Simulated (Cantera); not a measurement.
A perfectly stirred reactor is fed with N2O : H2O = 1 : 0.17 (molar parts), at 2670 Pa; it is held at 1298 K, and followed from long to short residence time.

Computed with Cantera and GRI-Mech 3.0 (53 species, 325 reactions). GRI-Mech 3.0 was tuned for natural gas; its chemistry of N2O as a main component is partial and can be far from experiment. Radical loss at walls, strong at low pressure, is not modelled. The mechanism lacks the step 2 NO + O2 → 2 NO2, which can matter for NO2 below about 1400 K. The temperature is held fixed by assumption; the heat of reaction is taken as removed at once.

What does this change do: pressure from 2670 Pa to 101000 Pa?


| quantity | before | after |
|---|---|---|
| x(N2O) at τ = 5.70 s | 0.390 | 0.0320 |
| x(H2O) at τ = 5.70 s | 0.122 | 0.103 |
| x(N2) at τ = 5.70 s | 0.308 | 0.564 |
| x(HO2) at τ = 5.70 s | 8.38e-7 | 2.83e-7 |
| x(H2) at τ = 5.70 s | 7.66e-7 | 1.92e-7 |
| x(N2O) at τ = 86.0 ms | 0.838 | 0.535 |
| x(H2O) at τ = 86.0 ms | 0.144 | 0.129 |
| x(N2) at τ = 86.0 ms | 0.0108 | 0.213 |
| x(HO2) at τ = 86.0 ms | 1.04e-5 | 2.04e-6 |
| x(H2) at τ = 86.0 ms | 1.25e-6 | 4.73e-7 |

What does this change do: temperature 1298 to 1075 K?


```
quantity                before     after
---------------------  -------  --------
x(N2O) at τ = 5.70 s     0.390     0.841
x(H2O) at τ = 5.70 s     0.122     0.145
x(N2) at τ = 5.70 s      0.308   0.00954
x(HO2) at τ = 5.70 s   8.38e-7   1.38e-6
x(H2) at τ = 5.70 s    7.66e-7   3.76e-8
x(N2O) at τ = 86.0 ms    0.838     0.854
x(H2O) at τ = 86.0 ms    0.144     0.145
x(N2) at τ = 86.0 ms    0.0108  0.000144
x(HO2) at τ = 86.0 ms  1.04e-5   2.17e-6
x(H2) at τ = 86.0 ms   1.25e-6   1.16e-8
```

What does this change do: temperature 1298 to 1100 K?


```
quantity                before     after
---------------------  -------  --------
x(N2O) at τ = 5.70 s     0.390     0.830
x(H2O) at τ = 5.70 s     0.122     0.144
x(N2) at τ = 5.70 s      0.308    0.0167
x(HO2) at τ = 5.70 s   8.38e-7   1.45e-6
x(H2) at τ = 5.70 s    7.66e-7   4.90e-8
x(N2O) at τ = 86.0 ms    0.838     0.854
x(H2O) at τ = 86.0 ms    0.144     0.145
x(N2) at τ = 86.0 ms    0.0108  0.000256
x(HO2) at τ = 86.0 ms  1.04e-5   2.95e-6
x(H2) at τ = 86.0 ms   1.25e-6   2.76e-8
```
